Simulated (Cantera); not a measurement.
Cantera run:

```python
import numpy as np
import cantera as ct

gas_names = """
    CL CL2 H HCL H2 N NH NH2 NH3 N2 N2H2 N2H4 Pb PbCL PbCL2 PbCL4 Pb2
""".split()
cond_names = """
    NH4CL(a) NH4CL(b) Pb(cr) Pb(L) PbCL2(s) PbCL2(L)
""".split()


# ... load() reads the species with a 1 bar reference pressure and builds the phases ...
atoms = {
    'PbCl2': {'Pb': 1, 'CL': 2},
    'N2': {'N': 2},
    'H2': {'H': 2},
}
top_T = {}  # K; cautious upper limits of use, not melting points


# ... equilibrate(T, P, feed) seeds the gas with the atoms and calls Mixture.equilibrate('TP', solver="vcs", rtol=1e-11, max_steps=5000) ...
results = []
feed = {'PbCl2': 1, 'N2': 1.3, 'H2': 25}  # mol
P = 0.24  # Pa
for T in [800, 850, 900, 950, 1000, 1050, 1100, 1150]:
    mix = equilibrate(T, P, feed)
    results.append((T, P, feed, dict(zip(mix.species_names, mix.species_moles))))
    x = sorted(zip(gas.X, gas.species_names), reverse=True)
    print(f"T = {T:g} K  P = {P:g} Pa  gas = {mix.phase_moles(0):.4g} mol")
    print("   x: " + "  ".join(f"{s} {v:.3e}" for v, s in x if v > 0.0001))
    print("   condensed (mol): " + ("  ".join(f"{mix.phase(i).name} {mix.phase_moles(i):.4g}"
          for i in range(1, mix.n_phases) if mix.phase_moles(i) > 1e-12) or "none"))
```

Result:

```
T = 800 K  P = 0.24 Pa  gas = 28.08 mol
   x: H2 8.625e-01  HCL 5.558e-02  N2 4.630e-02  Pb 2.137e-02  PbCL 1.283e-02  PbCL2 1.406e-03
   condensed (mol): none
T = 850 K  P = 0.24 Pa  gas = 28.17 mol
   x: H2 8.565e-01  HCL 6.181e-02  N2 4.615e-02  Pb 2.676e-02  PbCL 8.302e-03  PbCL2 4.410e-04
   condensed (mol): none
T = 900 K  P = 0.24 Pa  gas = 28.23 mol
   x: H2 8.530e-01  HCL 6.555e-02  N2 4.606e-02  Pb 3.026e-02  PbCL 5.035e-03  PbCL2 1.357e-04
   condensed (mol): none
T = 950 K  P = 0.24 Pa  gas = 28.26 mol
   x: H2 8.509e-01  HCL 6.768e-02  N2 4.601e-02  Pb 3.233e-02  PbCL 3.016e-03
   condensed (mol): none
T = 1000 K  P = 0.24 Pa  gas = 28.27 mol
   x: H2 8.498e-01  HCL 6.887e-02  N2 4.598e-02  Pb 3.352e-02  PbCL 1.836e-03
   condensed (mol): none
T = 1050 K  P = 0.24 Pa  gas = 28.28 mol
   x: H2 8.491e-01  HCL 6.955e-02  N2 4.596e-02  Pb 3.420e-02  PbCL 1.151e-03
   condensed (mol): none
T = 1100 K  P = 0.24 Pa  gas = 28.29 mol
   x: H2 8.487e-01  HCL 6.995e-02  N2 4.595e-02  Pb 3.460e-02  PbCL 7.448e-04
   condensed (mol): none
T = 1150 K  P = 0.24 Pa  gas = 28.29 mol
   x: H2 8.485e-01  HCL 7.018e-02  N2 4.595e-02  Pb 3.484e-02  PbCL 4.980e-04
   condensed (mol): none
```

Method: chemical equilibrium by Gibbs-energy minimisation in Cantera with the NASA 1993 tables (ideal gas, pure condensed phases).
